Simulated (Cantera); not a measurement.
A perfectly stirred reactor is fed with CH₄ : N₂ = 1 : 1.5 (molar parts), at 6.08 Torr; it is held at 1398 K, and followed from long to short residence time.

Cantera simulation using GRI-Mech 3.0 (53 species, 325 reactions); the numbers are that mechanism's predictions, not measurements. GRI-Mech 3.0 stops at C3 and has no aromatics, soot or wall deposition, so with more carbon than oxygen in the feed, carbon stays in small species such as C2H2 where larger ones or solid carbon would form. Radical loss at walls, strong at low pressure, is not modelled.

Task: What does this change do: pressure from 6.08 Torr to 750 Torr?

Result: 
```
quantity                 before     after
---------------------  --------  --------
x(CH₄) at τ = 20.0 s      0.328     0.165
x(CH₂) at τ = 20.0 s    5.61e-9  1.20e-10
x(C₂H) at τ = 20.0 s   8.15e-10  4.83e-10
x(H₂) at τ = 20.0 s      0.0755     0.243
x(CH₃) at τ = 20.0 s   0.000232   2.35e-5
x(CH₄) at τ = 0.300 s     0.400     0.381
x(CH₂) at τ = 0.300 s  7.83e-10  2.67e-10
x(C₂H) at τ = 0.300 s    <1e-12  3.20e-11
x(H₂) at τ = 0.300 s   0.000179    0.0185
x(CH₃) at τ = 0.300 s   9.41e-5   5.34e-5
```

Task: What does this change do: pressure from 6.08 Torr to 1280 Torr?

Result: 
```
quantity                 before     after
---------------------  --------  --------
x(CH₄) at τ = 20.0 s      0.328     0.174
x(CH₂) at τ = 20.0 s    5.61e-9  1.05e-10
x(C₂H) at τ = 20.0 s   8.15e-10  3.88e-10
x(H₂) at τ = 20.0 s      0.0755     0.230
x(CH₃) at τ = 20.0 s   0.000232   2.25e-5
x(CH₄) at τ = 0.300 s     0.400     0.374
x(CH₂) at τ = 0.300 s  7.83e-10  1.70e-10
x(C₂H) at τ = 0.300 s    <1e-12  3.65e-11
x(H₂) at τ = 0.300 s   0.000179    0.0254
x(CH₃) at τ = 0.300 s   9.41e-5   4.22e-5
```

Task: What does this change do: N2 1.5 to 8.7 parts?

Result: 
| quantity | before | after |
|---|---|---|
| x(CH₄) at τ = 20.0 s | 0.328 | 0.0883 |
| x(CH₂) at τ = 20.0 s | 5.61e-9 | 5.52e-9 |
| x(C₂H) at τ = 20.0 s | 8.15e-10 | 3.97e-10 |
| x(H₂) at τ = 20.0 s | 0.0755 | 0.0192 |
| x(CH₃) at τ = 20.0 s | 0.000232 | 0.000120 |
| x(CH₄) at τ = 0.300 s | 0.400 | 0.103 |
| x(CH₂) at τ = 0.300 s | 7.83e-10 | 1.35e-10 |
| x(C₂H) at τ = 0.300 s | <1e-12 | <1e-12 |
| x(H₂) at τ = 0.300 s | 0.000179 | 1.56e-5 |
| x(CH₃) at τ = 0.300 s | 9.41e-5 | 1.98e-5 |
